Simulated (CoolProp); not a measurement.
Values from CoolProp's reference Helmholtz-energy equation of state, Wu 2012.

Problem. For fluoroethane (R161), give the phase and the cp (kJ/(kg K)), cv (kJ/(kg K)), isothermal compressibility (1/MPa), expansivity (1/kK) at -3.55 °C and 10.6 bar; 176.85 °C and 10.6 bar.

Solution. 
- -3.55 °C and 10.6 bar: liquid; cp 2.10, cv 1.41, isothermal compressibility 0.00250, expansivity 2.22
- 176.85 °C and 10.6 bar: gas; cp 1.74, cv 1.53, isothermal compressibility 0.985, expansivity 2.56
